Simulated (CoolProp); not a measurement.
Vapour-liquid equilibrium of n-hexane (1) + n-decane (2) at 502 kPa; x and y are mole fractions of (1).

The numbers come from the multi-fluid Helmholtz-energy mixture model, Thol 2019 and Lemmon 2006; pair parameters Kunz 2012 in CoolProp.

**Question.** Give the bubble temperature and the first vapour's composition at x = 0.2, 0.575, 0.875. Is there an azeotrope?

**Answer.** x = 0.2: 482.8 K, y = 0.582; x = 0.575: 432.9 K, y = 0.925; x = 0.875: 410.3 K, y = 0.988. No azeotrope shows between x = 0.05 and 0.95.

Pair parameters are fitted to limited data, so mixtures are less certain than the pure fluids.
